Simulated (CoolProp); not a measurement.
The fluid at 397.09 K and 5.78 MPa is throttled through a valve to 2.21 MPa with no heat exchange. The same conditions are run with several fluids, on thermodynamics alone (safety and materials aside).

Values from CoolProp's reference Helmholtz-energy equation of state of each fluid (methane: Setzmann 1991; oxygen: Schmidt 1985; R404A: Lemmon 2003; ethylene: Smukala 2000; R227EA: Lemmon 2016). Blends and air are pseudo-pure fits.

```tsv
fluid	temperature change (K)	final phase	final density (kg/m³)
methane	-7.7	gas	[?]
oxygen	-4.8	gas	21.7
R404A	[?]	gas	[?]
ethylene	-18.4	gas	[?]
R227EA	[?]	two-phase, vapour fraction 0.843	[?]
```

**Question.** Complete the blanks.

**Answer.** 
- methane, final density (kg/m³): 11.1
- R404A, temperature change (K): -33.0
- R404A, final density (kg/m³): 89.1
- ethylene, final density (kg/m³): 20.9
- R227EA, temperature change (K): -35.8
- R227EA, final density (kg/m³): 260

Above 300 K oxygen's equation is extrapolated.
